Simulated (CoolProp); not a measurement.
Properties of carbon monoxide at several states.

The numbers come from the reference Helmholtz-energy equation of state, Lemmon 2006 in CoolProp. It is a short technical equation, of lower accuracy than the large ones.

| T (K) | p (kPa) | phase | Z | cv (kJ/(kg K)) | speed of sound (m/s) | isothermal compressibility (1/MPa) | expansivity (1/kK) | fugacity coefficient |
|---|---|---|---|---|---|---|---|---|
| 168.9 | 19300 | supercritical | 0.7869 | [?] | 479.1 | 0.02082 | 8.454 | 0.5114 |
| 139 | 11800 | supercritical | 0.5110 | 0.9313 | 501.4 | 0.01824 | 10.35 | 0.3471 |
| 119.9 | 1180 | gas | 0.8239 | 0.8340 | 201.9 | 1.066 | 14.95 | 0.8502 |
| 260.7 | 1880 | gas | 0.9854 | 0.7491 | 330.6 | 0.5390 | 4.154 | 0.9848 |
| 363.2 | 12600 | supercritical | 1.037 | 0.7678 | 425.5 | [?] | 3.069 | 1.025 |
| 155.5 | 16600 | supercritical | 0.6896 | 0.9037 | 490.7 | [?] | 9.166 | 0.4308 |

Q: What belongs in the gaps?

A: 
- 168.9, cv (kJ/(kg K)): 0.8856
- 363.2, isothermal compressibility (1/MPa): 0.07488
- 155.5, isothermal compressibility (1/MPa): 0.01936
